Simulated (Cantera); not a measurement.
NO annealing gas

An isothermal, constant-pressure homogeneous reactor starts with 14.5 % NO, 85.5 % N2, at 2025 K and 93000 Pa.

Model: GRI-Mech 3.0 (53 species, 325 reactions), integrated in Cantera.

| t (s) | x NO | x NO2 | x O | x N2 | x O2 | x N2O |
|---|---|---|---|---|---|---|
| 0.000100 | 0.145 | 7.30e-7 | 2.31e-6 | 0.855 | 2.85e-8 | 2.39e-6 |
| 0.000233 | 0.145 | 2.42e-6 | 5.45e-6 | 0.855 | 1.67e-7 | 4.74e-6 |
| 0.000543 | 0.145 | 7.14e-6 | 1.37e-5 | 0.855 | 1.20e-6 | 7.86e-6 |
| 0.00127 | 0.145 | 1.71e-5 | 3.08e-5 | 0.855 | 9.98e-6 | 9.94e-6 |
| 0.00295 | 0.145 | 2.50e-5 | 4.44e-5 | 0.855 | 5.98e-5 | 1.02e-5 |
| 0.00688 | 0.144 | 2.63e-5 | 4.69e-5 | 0.855 | 0.000205 | 1.02e-5 |
| 0.0160 | 0.144 | 2.77e-5 | 4.93e-5 | 0.856 | 0.000547 | 1.01e-5 |
| 0.0374 | 0.142 | 3.06e-5 | 5.47e-5 | 0.856 | 0.00135 | 9.84e-6 |
| 0.0872 | 0.138 | 3.60e-5 | 6.57e-5 | 0.858 | 0.00326 | 9.30e-6 |
| 0.203 | 0.129 | 4.47e-5 | 8.61e-5 | 0.863 | 0.00776 | 8.10e-6 |
| 0.474 | 0.109 | 5.29e-5 | 0.000120 | 0.873 | 0.0178 | 5.77e-6 |
| 1.10 | 0.0719 | 4.83e-5 | 0.000164 | 0.892 | 0.0364 | 2.61e-6 |
| 2.57 | 0.0289 | 2.43e-5 | 0.000204 | 0.913 | 0.0579 | 6.45e-7 |
| 6.00 | 0.00811 | 7.37e-6 | 0.000221 | 0.923 | 0.0683 | 3.16e-7 |
x: mole fraction; the columns are a selection and need not sum to one.

Equilibrium at this temperature and pressure: NO 0.00514, NO2 4.72e-6, O 0.000223, N2 0.925, O2 0.0698, N2O 3.01e-7 (gas phase only).
